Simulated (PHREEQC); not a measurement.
Synthetic water in mmol/kgw, 30 °C, pH 6.78, pe 9.9: Na 0.00104; K 1.65e-05; Ca 0.000188; Mg 0.000169; Cl 0.00105; S(6) 4.97e-05; Alkalinity (meq/kgw) 0.000616; Cd 5.72e-07; Sr 3.13e-06; B 1.27e-05; O(0) (counted as O atoms) 5.96e-07.

Valence states are taken as typed.

Equilibrium calculation in PHREEQC: ion-association model, phreeqc.dat.

This is a speciation only: nothing precipitates in the calculation.

Problem. What charge-balance error does the model give?

Solution. charge-balance error 0.3 %.

Problem. In which forms is C present?

Solution. HCO3- 74 %, CO2 26 % of the C.
